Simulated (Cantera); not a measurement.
A closed system holds: 1 mol SiCl₄, 7.5 mol H₂, held at 1623.15 K and 1.00 bar.

Equilibrium computed with Cantera from the NASA thermochemical tables; the gas is ideal and each condensed phase is pure. Candidate condensed phases: Si; 19 gas species. The tables' values for SiCl₃ are old estimates; treat these amounts as uncertain. Kinetics and transport are ignored.

Q: What is the equilibrium state?

A: 
```
Quantity                              Value
--------------------------------  ---------
x(H₂)                                 0.720
x(HCl)                                0.172
x(SiCl₂)                             0.0730
x(SiCl₃)                             0.0177
x(SiCl₄)                             0.0100
x(SiHCl₃)                           0.00653
x(SiH₂Cl₂)                         0.000717
x(H)                                5.87e-5
x(SiH₃Cl)                           2.36e-5
gas amount                        9.258 mol
log10 activity of Si(s) (absent)      -0.29
```
